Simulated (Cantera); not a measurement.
An isothermal, constant-pressure homogeneous reactor starts with CO : O₂ : H₂O : N₂ = 0.0021 : 0.0056 : 0.0036 : 1 (molar parts), equivalence ratio 0.19, at 1025 K and 180 Torr.

Computed with Cantera and GRI-Mech 3.0 (53 species, 325 reactions).

x: mole fraction; the columns are a selection and need not sum to one.

| t (s) | x CO | x O₂ | x H₂O | x H₂O₂ | x HO₂ |
|---|---|---|---|---|---|
| 1.00e-5 | 0.00208 | 0.00554 | 0.00356 | <1e-12 | <1e-12 |
| 3.64e-5 | 0.00208 | 0.00554 | 0.00356 | <1e-12 | <1e-12 |
| 0.000133 | 0.00208 | 0.00554 | 0.00356 | <1e-12 | <1e-12 |
| 0.000484 | 0.00208 | 0.00554 | 0.00356 | <1e-12 | <1e-12 |
| 0.00176 | 0.00208 | 0.00554 | 0.00356 | <1e-12 | <1e-12 |
| 0.00643 | 0.00208 | 0.00554 | 0.00356 | <1e-12 | 1.59e-12 |
| 0.0234 | 0.00208 | 0.00554 | 0.00356 | <1e-12 | 8.73e-11 |
| 0.0854 | 0.00208 | 0.00554 | 0.00356 | 4.01e-10 | … |
| 0.311 | 0.000522 | 0.00476 | 0.00354 | 2.33e-8 | … |
| 1.13 | 4.36e-5 | 0.00452 | 0.00356 | 7.27e-9 | … |
| 4.13 | 2.87e-6 | 0.00450 | 0.00356 | 7.81e-10 | … |
| 15.1 | 1.53e-7 | 0.00450 | 0.00356 | 7.14e-11 | … |
| 54.9 | 5.59e-9 | 0.00450 | 0.00356 | 8.61e-12 | 1.08e-10 |
| 200 | 7.81e-11 | 0.00450 | 0.00356 | 2.62e-12 | 2.99e-11 |

What belongs in the gaps?


- 0.0854, x HO₂: 1.56e-7
- 0.311, x HO₂: 4.31e-7
- 1.13, x HO₂: 1.41e-7
- 4.13, x HO₂: 1.63e-8
- 15.1, x HO₂: 1.19e-9
